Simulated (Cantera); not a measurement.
A freely propagating, adiabatic, planar premixed flame of H2 : O2 : N2 = 1 : 0.263 : 0.989 (molar parts), unburnt at 525 K and 2.50 bar; mixture-averaged transport, grid criteria slope 0.08 and curve 0.16, no radiation.

Cantera simulation using the H2/O2 subset of GRI-Mech 3.0, which has no nitrogen chemistry; the numbers are that mechanism's predictions, not measurements. The hydrogen kinetics of GRI-Mech 3.0 are dated; newer H2 mechanisms differ, most at raised pressure. Burning velocities carry a grid error of a few per cent, more on coarse grids.

x: mole fraction of selected species; z is measured from the peak of heat release.

```json
[
 {"z (mm)": "-0.387", "T (K)": "525", "u (m/s)": "7.53", "x H2": "0.444", "x O2": "0.117", "x H2O2": "<1e-8", "x OH": "<1e-8", "x HO2": "<1e-8", "x H": "<1e-8"},
 {"z (mm)": "-0.258", "T (K)": "525", "u (m/s)": "7.53", "x H2": "0.444", "x O2": "0.117", "x H2O2": "<1e-8", "x OH": "<1e-8", "x HO2": "<1e-8", "x H": "<1e-8"},
 {"z (mm)": "-0.193", "T (K)": "525", "u (m/s)": "7.53", "x H2": "0.444", "x O2": "0.117", "x H2O2": "<1e-8", "x OH": "<1e-8", "x HO2": "<1e-8", "x H": "<1e-8"},
 {"z (mm)": "-0.129", "T (K)": "525", "u (m/s)": "7.53", "x H2": "0.444", "x O2": "0.117", "x H2O2": "<1e-8", "x OH": "<1e-8", "x HO2": "6.32e-7", "x H": "<1e-8"},
 {"z (mm)": "-0.0644", "T (K)": "560", "u (m/s)": "7.96", "x H2": "0.438", "x O2": "0.117", "x H2O2": "1.01e-5", "x OH": "6.82e-5", "x HO2": "0.000408", "x H": "0.000120"},
 {"z (mm)": "-0.0322", "T (K)": "835", "u (m/s)": "11.5", "x H2": "0.402", "x O2": "0.110", "x H2O2": "3.92e-5", "x OH": "0.000915", "x HO2": "0.000397", "x H": "0.00592"},
 {"z (mm)": "0", "T (K)": "1257", "u (m/s)": "16.8", "x H2": "0.319", "x O2": "0.0779", "x H2O2": "8.09e-6", "x OH": "0.00214", "x HO2": "0.000168", "x H": "0.0327"},
 {"z (mm)": "0.0322", "T (K)": "(withheld)", "u (m/s)": "20.6", "x H2": "(withheld)", "x O2": "(withheld)", "x H2O2": "(withheld)", "x OH": "(withheld)", "x HO2": "(withheld)", "x H": "(withheld)"},
 {"z (mm)": "0.0644", "T (K)": "1699", "u (m/s)": "22.4", "x H2": "0.207", "x O2": "0.00866", "x H2O2": "1.21e-6", "x OH": "0.00508", "x HO2": "1.68e-5", "x H": "0.0698"},
 {"z (mm)": "0.129", "T (K)": "1826", "u (m/s)": "23.9", "x H2": "0.202", "x O2": "0.00124", "x H2O2": "6.60e-7", "x OH": "0.00541", "x HO2": "2.40e-6", "x H": "0.0628"},
 {"z (mm)": "0.258", "T (K)": "1943", "u (m/s)": "25.3", "x H2": "0.210", "x O2": "0.000478", "x H2O2": "3.60e-7", "x OH": "0.00517", "x HO2": "9.94e-7", "x H": "0.0484"},
 {"z (mm)": "0.516", "T (K)": "2050", "u (m/s)": "26.4", "x H2": "0.218", "x O2": "0.000256", "x H2O2": "1.87e-7", "x OH": "0.00437", "x HO2": "5.61e-7", "x H": "0.0343"},
 {"z (mm)": "1.03", "T (K)": "2137", "u (m/s)": "27.4", "x H2": "0.224", "x O2": "0.000118", "x H2O2": "9.37e-8", "x OH": "0.00327", "x HO2": "2.79e-7", "x H": "0.0225"}
]
```

**Question.** Some entries are withheld; supply them.

**Answer.** 
- 0.0322, T (K): 1554
- 0.0322, x H2: 0.239
- 0.0322, x O2: 0.0304
- 0.0322, x H2O2: 2.22e-6
- 0.0322, x OH: 0.00429
- 0.0322, x HO2: 6.09e-5
- 0.0322, x H: 0.0616
